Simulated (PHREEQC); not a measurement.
NaOH is added in steps, without added water, to 1 kg of water holding 0.013 mol HF, 0.0035 mol NH3 and 0.0013 mol LiCl, at 25 °C. O2 is buffered at 0.21 atm. CO2 from the air is kept out. Nothing may precipitate in this run.

Base run: PHREEQC, ion-association model, wateq4f.dat. Each further column changes one thing. The table gives pH.

```csv
NaOH added (mol),base,HF from 0.013 to 0.0143 mol/kgw,diluted 100-fold with water,diluted 2-fold with water,solids may form
0,2.92,2.87,4.10,3.02,2.92
0.001875,3.11,3.05,11.22,3.38,3.11
0.00375,3.32,3.24,11.53,3.95,3.32
0.005625,3.56,3.44,11.70,9.26,3.56
0.0075,3.92,3.70,11.83,10.97,3.92
0.009375,5.18,4.13,11.92,11.41,5.18
0.01125,9.29,8.46,12.00,11.63,9.29
0.01312,10.48,9.57,12.06,11.77,10.48
0.015,11.25,10.84,12.12,11.87,11.25
```

 Solids allowed in the column 'solids may form': Halite.
